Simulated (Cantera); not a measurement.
An adiabatic, constant-volume homogeneous reactor starts with CO : H₂ : O₂ : N₂ = 1 : 0.2 : 0.896 : 3.37 (molar parts), at 1273 K and 0.270 bar. Integrator tolerance rtol = 1e-08.

Detailed kinetics in Cantera: GRI-Mech 3.0 (53 species, 325 reactions).

Task: What does this change do: H2 0.2 to 0.38 parts?

Result: 
| quantity | before | after |
|---|---|---|
| time of steepest temperature rise | 0.220 ms | 0.173 ms |
| temperature at 3.00 s | 2631 K | 2675 K |
| equilibrium temperature | 2631 K | 2675 K |
| x(CO) at 3.00 s | 0.0537 (gas-phase equilibrium 0.0537) | 0.0643 (gas-phase equilibrium 0.0643) |
| x(H₂) at 3.00 s | 0.00177 (gas-phase equilibrium 0.00177) | 0.00441 (gas-phase equilibrium 0.00441) |
| x(O₂) at 3.00 s | 0.0716 (gas-phase equilibrium 0.0716) | 0.0584 (gas-phase equilibrium 0.0584) |
| x(NO) at 3.00 s | 0.0153 (gas-phase equilibrium 0.0153) | 0.0146 (gas-phase equilibrium 0.0146) |
| x(CO₂) at 3.00 s | 0.144 (gas-phase equilibrium 0.144) | 0.128 (gas-phase equilibrium 0.128) |
| x(H₂O₂) at 3.00 s | 5.51e-8 (gas-phase equilibrium 5.51e-8) | 1.02e-7 (gas-phase equilibrium 1.02e-7) |

Task: What does this change do: constant pressure in place of constant volume?

Result: 
| quantity | before | after |
|---|---|---|
| time of steepest temperature rise | 0.220 ms | 0.219 ms |
| temperature at 3.00 s | 2631 K | 2498 K |
| equilibrium temperature | 2631 K | 2498 K |
| x(CO) at 3.00 s | 0.0537 (gas-phase equilibrium 0.0537) | 0.0421 (gas-phase equilibrium 0.0421) |
| x(H₂) at 3.00 s | 0.00177 (gas-phase equilibrium 0.00177) | 0.00144 (gas-phase equilibrium 0.00144) |
| x(O₂) at 3.00 s | 0.0716 (gas-phase equilibrium 0.0716) | 0.0694 (gas-phase equilibrium 0.0694) |
| x(NO) at 3.00 s | 0.0153 (gas-phase equilibrium 0.0153) | 0.0121 (gas-phase equilibrium 0.0121) |
| x(CO₂) at 3.00 s | 0.144 (gas-phase equilibrium 0.144) | 0.157 (gas-phase equilibrium 0.157) |
| x(H₂O₂) at 3.00 s | 5.51e-8 (gas-phase equilibrium 5.51e-8) | 3.19e-8 (gas-phase equilibrium 3.19e-8) |

Task: What does this change do: pressure from 0.270 bar to 14.0 bar?

Result: 
| quantity | before | after |
|---|---|---|
| time of steepest temperature rise | 0.220 ms | 14.7 µs |
| temperature at 3.00 s | 2631 K | 2901 K |
| equilibrium temperature | 2631 K | 2901 K |
| x(CO) at 3.00 s | 0.0537 (gas-phase equilibrium 0.0537) | 0.0297 (gas-phase equilibrium 0.0297) |
| x(H₂) at 3.00 s | 0.00177 (gas-phase equilibrium 0.00177) | 0.000845 (gas-phase equilibrium 0.000845) |
| x(O₂) at 3.00 s | 0.0716 (gas-phase equilibrium 0.0716) | 0.0607 (gas-phase equilibrium 0.0607) |
| x(NO) at 3.00 s | 0.0153 (gas-phase equilibrium 0.0153) | 0.0209 (gas-phase equilibrium 0.0209) |
| x(CO₂) at 3.00 s | 0.144 (gas-phase equilibrium 0.144) | 0.172 (gas-phase equilibrium 0.172) |
| x(H₂O₂) at 3.00 s | 5.51e-8 (gas-phase equilibrium 5.51e-8) | 6.92e-7 (gas-phase equilibrium 6.92e-7) |
The hydrogen kinetics of GRI-Mech 3.0 are dated; newer H2 mechanisms differ, most at raised pressure. The pressure lies above the range GRI-Mech 3.0 was tuned for (to about 10 atm).
